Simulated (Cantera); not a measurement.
An adiabatic, constant-volume homogeneous reactor starts with 4.78 % CO, 6.69 % H2, 0.907 % CH4, 18.4 % O2, 69.2 % N2, at 1550 K and 40000 Pa.

Model: GRI-Mech 3.0 (53 species, 325 reactions), integrated in Cantera.

Task: Predict: time of steepest temperature rise; temperature at 0.100 s; equilibrium temperature; x(CO) at 0.100 s; x(H2) at 0.100 s; x(NO) at 0.100 s; x(O) at 0.100 s; x(HO2) at 0.100 s.

Result: 
```json
{
 "time_of_steepest_temperature_rise": "44.4 µs",
 "temperature at 0.100 s": "2530 K",
 "equilibrium_temperature": "2530 K",
 "x(CO) at 0.100 s": "0.00863 (gas-phase equilibrium 0.00863)",
 "x(H2) at 0.100 s": "0.00215 (gas-phase equilibrium 0.00215)",
 "x(NO) at 0.100 s": "0.0163 (gas-phase equilibrium 0.0163)",
 "x(O) at 0.100 s": "0.00689 (gas-phase equilibrium 0.00689)",
 "x(HO2) at 0.100 s": "7.22e-6 (gas-phase equilibrium 7.22e-6)"
}
```
